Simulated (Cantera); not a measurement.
Feed: 1 mol Fe, 0.012 mol Cl2, 2.5 mol N2, at 8200 Pa.

These are equilibrium values from Cantera (NASA tables, ideal gas, pure condensed phases), not measurements of a reactor. Candidate condensed phases: Fe, FeCl2, FeCl3; 10 gas species. Equilibrium is a limit: real reactors are often held back by kinetics, nucleation or transport.

**Question.** Which condensed phases are stable at each of these points (T (K)): 725, 800, 875, 950, 1025, 1100, 1175, 1250, 1325, 1400, 1475, 1550, 1625?

**Answer.** 
```json
[
 {"T (K)": "725", "condensed phases": "Fe(α) + FeCl2(s)", "Fe condensed (%)": "100.0"},
 {"T (K)": "800", "condensed phases": "Fe(α) + FeCl2(s)", "Fe condensed (%)": "99.7"},
 {"T (K)": "875", "condensed phases": "Fe(α)", "Fe condensed (%)": "98.8"},
 {"T (K)": "950", "condensed phases": "Fe(α)", "Fe condensed (%)": "98.8"},
 {"T (K)": "1025", "condensed phases": "Fe(α)", "Fe condensed (%)": "98.8"},
 {"T (K)": "1100", "condensed phases": "Fe(α)", "Fe condensed (%)": "98.8"},
 {"T (K)": "1175", "condensed phases": "Fe(α)", "Fe condensed (%)": "98.8"},
 {"T (K)": "1250", "condensed phases": "Fe(γ)", "Fe condensed (%)": "98.8"},
 {"T (K)": "1325", "condensed phases": "Fe(γ)", "Fe condensed (%)": "98.8"},
 {"T (K)": "1400", "condensed phases": "Fe(γ)", "Fe condensed (%)": "98.8"},
 {"T (K)": "1475", "condensed phases": "Fe(γ)", "Fe condensed (%)": "98.8"},
 {"T (K)": "1550", "condensed phases": "Fe(γ)", "Fe condensed (%)": "98.8"},
 {"T (K)": "1625", "condensed phases": "Fe(γ)", "Fe condensed (%)": "98.8"}
]
```

From 725 K to 800 K the condensed part is Fe(α) + FeCl2(s). From 875 K to 1175 K the condensed part is Fe(α). From 1250 K to 1625 K the condensed part is Fe(γ).
